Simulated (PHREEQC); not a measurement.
Dissolve 0.013 mol HF, 0.0002 mol NaF and 0.00062 mol H4SiO4 per kg of water at 20 °C. Closed to the air; pH follows from the charge balance.

Computed with PHREEQC (ion-association model, phreeqc.dat).

Each row changes one thing in this solution. This is a speciation only: nothing precipitates in the calculation.

```csv
case,pH,ionic strength (mol/kgw),HF (mol/kgw),F- (mol/kgw),HF2- (mol/kgw)
as made,2.54,0.00390,0.00738,0.00199,5.40e-5
0.002 mol/kgw TMAH added,2.74,0.00476,0.00652,0.00283,6.78e-5
H4SiO4 left out,2.57,0.00302,0.0101,0.00292,0.000108
HF left out,___,0.000200,6.92e-8,0.000200,___
diluted 5-fold with water,3.00,0.00116,0.00125,0.000933,4.28e-6
0.0032 mol/kgw LiOH added,2.88,0.00543,0.00583,0.00350,7.51e-5
HF from 0.013 to 0.065 mol/kgw,2.13,___,0.0534,0.00584,0.00115
NaF replaced by (NH4)2SiF6 at the same molality,2.52,0.00441,0.00727,0.00190,5.10e-5
HF replaced by NaBF4 at the same molality,2.90,0.0152,0.00321,0.00211,2.49e-5
```

Task: What belongs in the gaps?

Result: 
- HF left out, pH: 6.59
- HF left out, HF2- (mol/kgw): 5.09e-11
- HF from 0.013 to 0.065 mol/kgw, ionic strength (mol/kgw): 0.00885

Some of these states are supersaturated (in Quartz (slow to form), Chalcedony (slow to form), for instance). (CH3)4N+ isn't in the database: it is added as a free cation with an ion size of 4 Å. SiF6-2 is the database's only silicon fluoride.
